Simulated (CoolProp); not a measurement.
m-xylene along the isobar 5.23 MPa: Z from the reference equation and from simpler models built on Tc = 616.9 K, pc = 3.535 MPa, ω = 0.326; each cubic takes its own stable root.

The numbers come from the reference Helmholtz-energy equation of state, Zhou 2012 in CoolProp.

```
T (K)   phase  reference
-----  ------  ---------
450.4  liquid     0.2042
471.2  liquid     0.2012
491.9  liquid     0.1992
512.6  liquid     0.1982
533.3  liquid     0.1986
554    liquid     0.2006
574.8  liquid     0.2051
595.5  liquid     0.2134
616.2  liquid     0.2295
```

Task: How far does each simpler model (van der Waals, Redlich-Kwong, Soave-Redlich-Kwong) lie from the reference over these 9 states: mean and median of the absolute difference, and the worst?

Result: 
- van der Waals: mean 63.3 %, median 65.2 %, worst +69.5 % at 450.4 K and 5.23 MPa
- Redlich-Kwong: mean 22.2 %, median 22.2 %, worst +24.5 % at 595.5 K and 5.23 MPa
- Soave-Redlich-Kwong: mean 17.8 %, median 16.8 %, worst +24.0 % at 616.2 K and 5.23 MPa
